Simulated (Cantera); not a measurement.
Feed: 1 mol V₂O₃, 170 mol H₂, 1.4 mol H₂O, equilibrated at 0.000790 bar.

Method: chemical equilibrium by Gibbs-energy minimisation in Cantera with the NASA 1993 tables (ideal gas, pure condensed phases). Candidate condensed phases: H₂O, V, VO, V₂O₃, V₂O₄, V₂O₅; 12 gas species. Mutual solubility and eutectic melting of coexisting phases are not modelled. VO: taken at fixed stoichiometry. Condensed phases not in the tables: the oxides between V₂O₃ and V₂O₅ other than VO₂. Kinetics and transport are ignored.

x: gas mole fraction; n: condensed amount in mol.

| T (K) | x H₂ | x H | x H₂O | x VO₂ | n V₂O₃(s) | n VO(s) |
|---|---|---|---|---|---|---|
| 1198 | 0.992 | 6.74e-6 | 0.00817 | 4.53e-11 | 1.00 | 0 |
| 1298 | 0.992 | 3.80e-5 | 0.00817 | 1.88e-9 | 1.00 | 0 |
| 1398 | 0.992 | ? | 0.00817 | ? | 1.000 | 0 |
| 1498 | 0.991 | 0.000609 | 0.00817 | 6.98e-7 | 1.000 | 0 |
| 1598 | 0.990 | 0.00188 | 0.00816 | 7.56e-6 | 0.999 | 0 |
| 1698 | 0.985 | 0.00511 | 0.00950 | 6.61e-5 | 0.755 | 0.477 |
| 1798 | 0.974 | ? | ? | ? | 0 | ? |
| 1898 | 0.959 | 0.0272 | 0.0119 | 0.00188 | 0 | 1.59 |
| 1998 | 0.929 | 0.0550 | 0.00848 | 0.00508 | 0 | 0.656 |

Question: Complete the blanks.

Answer: 
- 1798, x H: 0.0124
- 1798, x H₂O: 0.0134
- 1798, x VO₂: 0.000487
- 1798, n VO(s): 1.90
- 1398, x H: 0.000168
- 1398, x VO₂: 4.51e-8
